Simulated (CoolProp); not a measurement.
Vapour-liquid equilibrium of R1234yf (1) + R134a (2) at -52.15 °C; x and y are mole fractions of (1).

The numbers come from the multi-fluid Helmholtz-energy mixture model, Lemmon 2022 and Tillner-Roth 1994; pair parameters Bell 2022 in CoolProp.

Problem. Give the bubble pressure and the first vapour's composition at x = 0.05, 0.425, 0.725. Is there an azeotrope?

Solution. x = 0.05: 0.02692 MPa, y = 0.083; x = 0.425: 0.03156 MPa, y = 0.495; x = 0.725: 0.03310 MPa, y = 0.743. y crosses x between x = 0.8 and 0.875: the model has an azeotrope there.

The pair parameters rest on a limited set of measurements; away from them the model extrapolates.
